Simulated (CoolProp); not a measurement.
500 sccm (0 °C, 1 atm) of nitrogen bubbles through liquid hexamethyldisiloxane (MM) at 287.7 K and leaves saturated at a total pressure of 0.0806 MPa (ideal gas phase). Each further row changes one setting.

Model: reference Helmholtz-energy equation of state, Thol 2016, in CoolProp.

```json
[
 {"case": "as stated", "vapour pressure (kPa)": "3.20", "mole fraction of vapour": "[?]", "delivery (mg/min)": "[?]", "delivery (sccm)": "20.7", "change of delivery for a bath 1 K warmer (%)": "5.9"},
 {"case": "bath temperature 292.7 K", "vapour pressure (kPa)": "[?]", "mole fraction of vapour": "[?]", "delivery (mg/min)": "199", "delivery (sccm)": "27.5", "change of delivery for a bath 1 K warmer (%)": "5.7"},
 {"case": "total pressure 0.161 MPa", "vapour pressure (kPa)": "3.20", "mole fraction of vapour": "0.0199", "delivery (mg/min)": "73.6", "delivery (sccm)": "10.2", "change of delivery for a bath 1 K warmer (%)": "5.8"}
]
```

Question: What belongs in the gaps?

Answer: 
- as stated, mole fraction of vapour: 0.0398
- as stated, delivery (mg/min): 150
- bath temperature 292.7 K, vapour pressure (kPa): 4.20
- bath temperature 292.7 K, mole fraction of vapour: 0.0521
